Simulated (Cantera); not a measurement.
**TiO₂ + HCl (oxide etching and cleaning by halides)**

Feed: 1 mol TiO₂, 52 mol HCl, equilibrated at 100 Torr.

Cantera equilibrium calculation (NASA polynomials, part measured and part estimated; ideal gas, pure solids and liquids). Candidate condensed phases: H₂O, Ti, TiCl₂, TiCl₃, TiCl₄, TiO, TiO₂, Ti₂O₃, Ti₃O₅, Ti₄O₇; 23 gas species. Condensed phases not in the tables: TiOCl. Rates play no part.

From 1173 K to 1773 K the condensed part is TiO₂(rutile). The main Ti-bearing gas is TiCl₄ throughout. The share of Ti in condensed phases is highest at 1173 K (90.7 %) and lowest at 1773 K (81.3 %).

```
T (K)  x HCl      x Cl    x H₂O      x H₂  n TiO₂(rutile)
-----  -----  --------  -------  --------  --------------
1173   0.995   4.35e-5  0.00358   4.16e-5           0.907
1223   0.994   8.50e-5  0.00388   6.87e-5           0.899
1273   0.993  0.000156  0.00417  0.000111           0.892
1323   0.993  0.000273  0.00445  0.000176           0.885
1373   0.992  0.000454  0.00473  0.000272           0.877
1423   0.991  0.000728  0.00501  0.000412           0.870
1473   0.990   0.00113  0.00528  0.000610           0.863
1523   0.989   0.00169  0.00555  0.000885           0.856
1573   0.987   0.00247  0.00583   0.00126           0.849
1623   0.985   0.00352  0.00611   0.00175           0.841
1673   0.983   0.00490  0.00641   0.00239           0.833
1723   0.980   0.00670  0.00675   0.00320           0.823
1773   0.976   0.00898  0.00711   0.00423           0.813
```
x: gas mole fraction; n: condensed amount in mol.
